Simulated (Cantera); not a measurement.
## Adiabatic ignition

An adiabatic, constant-pressure homogeneous reactor starts with 10.4 % CH4, 18.8 % O2, 70.8 % N2, at 1225 K and 1.01 bar.

Computed with Cantera and GRI-Mech 3.0 (53 species, 325 reactions).

```tsv
t (s)	T (K)	x CH4	x O2	x HO2	x HCN	x NO	x H	x C2H
3.00e-6	1225	0.104	0.188	4.32e-9	<1e-12	<1e-12	2.32e-11	<1e-12
8.77e-6	1225	0.104	0.188	1.26e-8	<1e-12	<1e-12	2.56e-11	<1e-12
2.56e-5	1225	0.104	0.188	3.65e-8	<1e-12	<1e-12	3.13e-11	<1e-12
7.50e-5	1225	0.104	0.188	1.04e-7	<1e-12	<1e-12	5.01e-11	<1e-12
0.000219	1225	0.104	0.188	2.85e-7	<1e-12	<1e-12	1.26e-10	<1e-12
0.000641	1225	0.104	0.188	6.61e-7	<1e-12	<1e-12	5.75e-10	<1e-12
0.00187	1225	0.103	0.188	8.16e-7	<1e-12	<1e-12	2.72e-9	<1e-12
0.00548	1226	0.103	0.188	1.33e-6	<1e-12	<1e-12	6.08e-9	<1e-12
0.0160	1229	0.103	0.188	4.32e-6	<1e-12	<1e-12	2.72e-8	<1e-12
0.0468	2650	<1e-12	0.00904	2.53e-6	1.37e-9	0.00564	0.00677	<1e-12
0.137	2650	<1e-12	0.00903	2.53e-6	1.38e-9	0.00568	0.00677	<1e-12
0.400	2650	<1e-12	0.00903	2.53e-6	1.38e-9	0.00568	0.00677	<1e-12
```
x: mole fraction; the columns are a selection and need not sum to one.

- time of steepest temperature rise: 33.6 ms
- temperature at 0.400 s: 2650 K
- equilibrium temperature: 2650 K
- x(CH4) at 0.400 s: <1e-12 (gas-phase equilibrium <1e-12)
- x(O2) at 0.400 s: 0.00903 (gas-phase equilibrium 0.00903)
- x(HO2) at 0.400 s: 2.53e-6 (gas-phase equilibrium 2.53e-6)
